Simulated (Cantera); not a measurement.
A closed system holds: 1 mol Fe2O3, 0.34 mol Cl2, 0.048 mol N2, equilibrated at 1200 °C.

Method: chemical equilibrium by Gibbs-energy minimisation in Cantera with the NASA 1993 tables (ideal gas, pure condensed phases). Candidate condensed phases: Fe, FeCl2, FeCl3, FeO, Fe2O3, Fe3O4; 19 gas species. Equilibrium is a limit: real reactors are often held back by kinetics, nucleation or transport.

### Question
At 4.20 bar, list the 5 most abundant gas species with their mole fractions, and the condensed phases.

### Answer
Cl2 0.298, FeCl3 0.266, O2 0.250, N2 0.109, FeCl2 0.0599. Condensed: Fe2O3(s).
